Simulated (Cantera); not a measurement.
Input (Python, Cantera):

```python
import numpy as np
import cantera as ct

gas = ct.Solution("gri30.yaml")
gas.TP = 300, 101325
flame = ct.CounterflowDiffusionFlame(gas, width=0.02)
flame.fuel_inlet.X, flame.fuel_inlet.T = {'CH4': 1, 'CO': 0.17, 'N2': 0.63}, 500
flame.oxidizer_inlet.X, flame.oxidizer_inlet.T = {'O2': 0.26, 'N2': 0.74}, 450
flame.set_refine_criteria(ratio=3, slope=0.12, curve=0.24, prune=0.03)
show = ['OH', 'H', 'NO', 'CO', 'C2H2']

rows = []
print(f"{'mdot':>8s}{'a_max':>10s}{'a_mean':>10s}{'Tmax/K':>9s}" + "".join(f"{s:>11s}" for s in show) + "   (peak mole fractions)")
for i, mdot in enumerate([0.25, 0.32, 0.42, 0.53, 0.68, 0.87, 1.1, 1.4, 1.8, 2.3]):  # kg/m2/s on the oxidiser side
    flame.oxidizer_inlet.mdot, flame.fuel_inlet.mdot = mdot, 0.93 * mdot
    flame.solve(loglevel=0, auto=(i == 0))
    if flame.T.max() < max(500, 450) + 100:
        print(f"{mdot:8.3g}  no burning solution found from the previous one")
        break
    dT = np.abs(np.gradient(flame.T, flame.grid))
    rows.append([flame.strain_rate("max"), flame.strain_rate("mean"), flame.T.max(),
                 *(flame.X[gas.species_index(s)].max() for s in show), max(dT[0], dT[-1]) / dT.max()])
    print(f"{mdot:8.3g}{rows[-1][0]:10.1f}{rows[-1][1]:10.1f}{rows[-1][2]:9.1f}" + "".join(f"{x:11.3e}" for x in rows[-1][3:-1]))
```

Output:

```
    mdot     a_max    a_mean   Tmax/K         OH          H         NO         CO       C2H2   (peak mole fractions)
    0.25     184.7      38.2   2228.2  1.069e-02  4.741e-03  4.000e-04  9.444e-02  1.323e-02
    0.32     229.5      48.9   2216.2  1.072e-02  4.932e-03  3.776e-04  9.444e-02  1.278e-02
    0.42     292.3      64.2   2203.2  1.071e-02  5.126e-03  3.527e-04  9.444e-02  1.227e-02
    0.53     360.2      81.0   2192.0  1.067e-02  5.282e-03  3.308e-04  9.444e-02  1.186e-02
    0.68     451.4     103.9   2179.8  1.059e-02  5.441e-03  3.065e-04  9.444e-02  1.138e-02
    0.87     565.9     133.0   2167.8  1.053e-02  5.600e-03  2.817e-04  9.444e-02  1.091e-02
     1.1     703.2     168.1   2158.2  1.048e-02  5.766e-03  2.589e-04  9.444e-02  1.052e-02
     1.4     879.0     214.0   2145.2  1.034e-02  5.901e-03  2.325e-04  9.444e-02  1.003e-02
     1.8    1110.0     275.2   2130.3  1.014e-02  6.013e-03  2.036e-04  9.444e-02  9.508e-03
     2.3    1394.9     351.6   2113.5  9.874e-03  6.077e-03  1.742e-04  9.444e-02  8.893e-03
```

Computed with Cantera and GRI-Mech 3.0 (53 species, 325 reactions). GRI-Mech 3.0 has no aromatics or soot, which form on the fuel side of real flames. The maximum strain rate includes the flame's own expansion and is several times the mean.
